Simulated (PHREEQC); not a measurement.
0.1 g of hydrous ferric oxide (600 m²/g; 0.2 weak and 0.005 strong sites per Fe, Dzombak-Morel constants, diffuse double layer) in 1 kg of water with 0.005 mol/kgw of an inert sodium salt and 4.8e-05 mol/kgw Na2SeO3, at 25 °C; the pH is set by adding NaOH or the inert anion's acid. No oxygen is let in. No CO2 enters from the air. No solid was allowed to form.

The series has 17 steps of pH, from 4 to 12.

Computed with PHREEQC (ion-association model, wateq4f.dat).

Task: Near which pH is half of the Se sorbed, and on which side is more sorbed?

Result: Near pH 8.3, with more sorbed at lower pH.

Task: At which pH does the surface charge pass through zero?

Result: Near pH 7.6.

Complexes and solids missing from the database can't appear. The database's selenite sorption wasn't checked against measurements; a fall in acid may be a fault of its surface constants.
